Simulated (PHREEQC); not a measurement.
**Spent oxide etchant: speciation**

Make-up at 21 °C: 2.2 mmol/kgw HF, 6.5 mmol/kgw (NH4)2SiF6, 130 mmol/kgw H3BO3 and 0.052 mmol/kgw H2SO4. Closed to the air; pH follows from the charge balance.

All values are PHREEQC results (ion-association model, phreeqc.dat), not measurements.

```
Property                  Result
----------------  --------------
pH                          3.19
ionic strength    0.0153 mol/kgw
total alkalinity    -28.3 meq/kg
```

```
species    molality  activity   log γ
---------  --------  --------  ------
H3BO3         0.120     0.121   0.002
NH4+         0.0130    0.0114  -0.057
H4SiO4      0.00496   0.00498   0.002
BF4-        0.00461   0.00407  -0.053
BF2(OH)2-   0.00289   0.00256  -0.053
BF3OH-      0.00196   0.00173  -0.053
SiF6-2      0.00154  0.000954  -0.208
F-          0.00102  0.000897  -0.055
HF         0.000796  0.000799   0.002
H+         0.000709  0.000638  -0.046
BF(OH)3-    4.68e-5   4.14e-5  -0.053
SO4-2       4.55e-5   2.81e-5  -0.209
NH4SO4-     4.67e-6   4.13e-6  -0.053
```

This is a speciation only: nothing precipitates in the calculation. Saturation is exceeded, for instance for SiO2(a), Quartz (slow to form); the values hold only as long as no solid forms. SiF6-2 is the database's only silicon fluoride. Real BF4- forms and hydrolyses slowly; the run takes it at equilibrium.
